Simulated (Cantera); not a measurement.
An isothermal, constant-pressure homogeneous reactor starts with 42.9 % H2, 23.8 % O2, 33.3 % N2, equivalence ratio 0.90, at 948 K and 0.987 atm.

Cantera simulation using the H2/O2 subset of GRI-Mech 3.0, which has no nitrogen chemistry; the numbers are that mechanism's predictions, not measurements. Below about 950 K walls govern HO2 and H2O2 in real vessels. The temperature is held fixed by assumption; the heat of reaction is taken as removed at once.

x: mole fraction; the columns are a selection and need not sum to one.

```csv
t (s),x H2,x O2,x O,x OH,x H,x HO2
8.00e-6,0.429,0.238,9.37e-12,2.75e-12,9.39e-11,2.26e-10
1.97e-5,0.429,0.238,2.09e-11,5.91e-12,1.90e-10,8.15e-10
4.87e-5,0.429,0.238,3.62e-11,1.01e-11,3.18e-10,3.06e-9
0.000120,0.429,0.238,4.71e-11,1.31e-11,4.10e-10,1.04e-8
0.000296,0.429,0.238,5.73e-11,1.60e-11,4.99e-10,3.14e-8
0.000730,0.429,0.238,8.76e-11,2.45e-11,7.62e-10,9.69e-8
0.00180,0.429,0.238,2.30e-10,6.49e-11,2.00e-9,3.94e-7
0.00444,0.429,0.238,___,6.14e-10,1.82e-8,3.97e-6
0.0110,0.385,0.217,___,2.01e-8,2.93e-7,6.99e-5
0.0270,0.382,0.215,___,5.21e-8,6.74e-7,7.57e-5
0.0666,0.365,0.207,___,1.14e-7,1.16e-6,0.000102
0.164,0.319,0.184,___,1.08e-7,8.66e-7,9.90e-5
0.405,0.234,0.143,___,9.87e-8,5.57e-7,8.66e-5
1.00,0.112,0.0842,___,9.09e-8,3.04e-7,5.99e-5
```

### Question
Some entries are withheld; supply them.

### Answer

- 0.00444, x O: 2.09e-9
- 0.0110, x O: 3.41e-8
- 0.0270, x O: 7.78e-8
- 0.0666, x O: 1.33e-7
- 0.164, x O: 1.00e-7
- 0.405, x O: 6.79e-8
- 1.00, x O: 4.41e-8
